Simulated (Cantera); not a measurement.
Cantera run, input and output.

```python
import numpy as np
import cantera as ct

gas = ct.Solution("gri30.yaml")


def delay(T, t_max=10):
    gas.TPX = T, 150000, {'CH4': 1, 'H2': 0.2, 'O2': 1.4, 'N2': 3.64}
    reactor = ct.IdealGasConstPressureReactor(gas, clone=False)
    net = ct.ReactorNet([reactor])
    net.rtol, net.atol = 1e-8, 1e-16
    while net.time < t_max:
        t_old, T_old = net.time, reactor.T
        net.step()
        if reactor.T > T + 400:  # ignition: a rise of 400 K
            return t_old + (T + 400 - T_old) / (reactor.T - T_old) * (net.time - t_old)
    return np.nan


taus = []
for T in [950, 1000, 1050, 1100, 1150, 1200, 1250, 1300, 1350, 1400]:
    taus.append(delay(T))
    print(f"T0 = {T:6g} K   tau = {taus[-1]:.4e} s")
```

Output:

```
T0 =    950 K   tau = 8.3534e-02 s
T0 =   1000 K   tau = 3.9999e-02 s
T0 =   1050 K   tau = 2.3418e-02 s
T0 =   1100 K   tau = 1.4345e-02 s
T0 =   1150 K   tau = 8.8077e-03 s
T0 =   1200 K   tau = 5.3875e-03 s
T0 =   1250 K   tau = 3.2951e-03 s
T0 =   1300 K   tau = 2.0263e-03 s
T0 =   1350 K   tau = 1.2594e-03 s
T0 =   1400 K   tau = 7.9502e-04 s
```

Model: GRI-Mech 3.0 (53 species, 325 reactions), integrated in Cantera. Below about 1000 K GRI-Mech 3.0 lacks low-temperature oxidation paths.
